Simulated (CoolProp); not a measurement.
Vapour-liquid equilibrium of R22 (1) + R152A (2) at 38.25 °C; x and y are mole fractions of (1).

Computed with CoolProp (multi-fluid Helmholtz-energy mixture model, Kamei 1995 and Outcalt 1996; pair parameters Bell 2016).

```csv
x,"bubble pressure, mixture model (MPa)","bubble pressure, Raoult's law (MPa)","y, mixture model","y, Raoult's law"
0.05,…,0.8976,…,0.082
0.2,…,0.9879,0.262,0.297
0.35,…,1.078,…,0.477
0.5,1.117,1.168,0.597,0.629
0.65,…,1.259,…,0.759
0.8,1.316,1.349,0.864,0.871
0.95,…,1.439,0.969,0.970
```

**Question.** Fill in the missing entries.

**Answer.** 
- 0.05, bubble pressure, mixture model (MPa): 0.8892
- 0.05, y, mixture model: 0.069
- 0.2, bubble pressure, mixture model (MPa): 0.9578
- 0.35, bubble pressure, mixture model (MPa): 1.033
- 0.35, y, mixture model: 0.438
- 0.65, bubble pressure, mixture model (MPa): 1.211
- 0.65, y, mixture model: 0.740
- 0.95, bubble pressure, mixture model (MPa): 1.429

The largest gap from Raoult's law is -4.4 % in bubble pressure, at x = 0.5. No azeotrope shows between x = 0.05 and 0.95.

The pair parameters rest on a limited set of measurements; away from them the model extrapolates.
